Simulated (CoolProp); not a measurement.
Values from CoolProp's reference Helmholtz-energy equation of state, Lemmon 2006. It is a short technical equation, of lower accuracy than the large ones.

Question: Give the vapour pressure (MPa), vapour density (kg/m³), surface tension (mN/m), liquid conductivity (mW/(m K)) of saturated C3F8 (R218) at 2.65 °C.

Answer: 
```csv
T (°C),p (MPa),vapour density (kg/m³),surface tension (mN/m),liquid conductivity (mW/(m K))
2.65,0.451,43.4,6.05,51.2
```

Thermal conductivity comes from a separate model (Huber 2003), an estimate that may be off by 10 % or more. Surface tension comes from a separate correlation (Mulero 2012).
